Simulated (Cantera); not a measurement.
Feed: 1 mol FeS, 280 mol H2, 9 mol N2, held at 1900 K and 133 Pa.

Method: chemical equilibrium by Gibbs-energy minimisation in Cantera with the NASA 1993 tables (ideal gas, pure condensed phases). Kinetics and transport are ignored.

```tsv
species	before	after
H2	0.942	0.965
N2	0.0306	0.0311
H2S	0.000553	0.00305
H	0.0211	8.96e-5
Fe	0.00341	5.85e-6
S	0.000894	2.71e-6
SH	0.00112	0.000112
S2	0.000418	0.000148
Fe(γ), mol	0	0.998
```
Gas species are given as mole fractions.

Q: Which change was made?
A) temperature from 1900 K to 1373 K
B) H2 from 280 to 0.42 mol
C) temperature from 1900 K to 1998 K
D) H2 from 280 to 1.6 mol

A: A, temperature from 1900 K to 1373 K
